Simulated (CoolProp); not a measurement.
The fluid at 492.95 K and 0.0858 MPa is throttled through a valve to 0.0527 MPa with no heat exchange. The same conditions are run with several fluids, on thermodynamics alone (safety and materials aside).

The numbers come from the reference Helmholtz-energy equation of state of each fluid (hexamethyldisiloxane (MM): Thol 2016; n-pentane: Thol 2019; ethylbenzene: Zhou 2012; trans-2-butene: Lemmon 2005; R125: Lemmon 2005) in CoolProp.

```csv
fluid,temperature change (K),final density (kg/m³)
hexamethyldisiloxane (MM),-0.3,2.11
n-pentane,-0.2,0.932
ethylbenzene,-0.5,1.38
trans-2-butene,-0.2,0.724
R125,-0.1,1.55
```
